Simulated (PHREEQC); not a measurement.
A solution holds 0.0002 mol/kgw CaSO4, 0.12 mol/kgw Na2SO4 and 3e-06 mol/kgw H4SiO4, at 20 °C. Closed to the air; pH follows from the charge balance.

Equilibrium calculation in PHREEQC: Pitzer model, pitzer.dat.

Each row changes one thing in this solution. This is a speciation only: nothing precipitates in the calculation.

```csv
case,pH,HSO4- (mol/kgw),H3SiO4- (mol/kgw),SI of Gypsum (CaSO4:2H2O),SI of SiO2(a) (SiO2)
as made,7.31,1.36e-7,1.24e-8,-1.71,-2.81
Na2SO4 from 0.12 to 0.24 mol/kgw,7.35,1.76e-7,1.60e-8,-1.73,-2.80
temperature from 20 to 85 °C,6.80,2.86e-6,2.09e-8,-1.76,-3.27
Na2SO4 left out,7.07,1.25e-9,4.52e-9,-2.93,-2.82
temperature from 20 to 70 °C,6.87,1.58e-6,1.82e-8,-1.77,-3.19
H4SiO4 replaced by K2SiO3 at the same molality,8.75,4.97e-9,3.07e-7,-1.71,-2.86
temperature from 20 to 15 °C,7.38,1.02e-7,1.20e-8,-1.69,-2.76
```

At this temperature some constants are extrapolated from 25 °C, and those without enthalpy data are left unchanged.
